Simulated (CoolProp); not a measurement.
Nitrogen at 298.15 K and 0.767 MPa flows at 9.3 m/s in a round tube of 20 mm bore and 45 µm roughness, fully developed (64/Re and Nu = 3.66 if laminar; Colebrook and Gnielinski if turbulent). Each further row changes one setting.

Computed with CoolProp (reference Helmholtz-energy equation of state, Span 2000).

```tsv
case	Reynolds number	Darcy friction factor	pressure drop (Pa/m)	heat-transfer coefficient (W/(m² K))	mass flow (kg/h)
as stated	?	0.0259	486	?	?
velocity 18.6 m/s	180000	0.0251	1880	?	?
diameter 40 mm	180000	?	?	262	365
```

Task: What belongs in the gaps?

Result: 
- as stated, Reynolds number: 90200
- as stated, heat-transfer coefficient (W/(m² K)): 316
- as stated, mass flow (kg/h): 91.3
- velocity 18.6 m/s, heat-transfer coefficient (W/(m² K)): 615
- velocity 18.6 m/s, mass flow (kg/h): 183
- diameter 40 mm, Darcy friction factor: 0.0216
- diameter 40 mm, pressure drop (Pa/m): 203

Viscosity comes from a separate model (Lemmon 2004). Thermal conductivity comes from a separate model (Lemmon 2004).
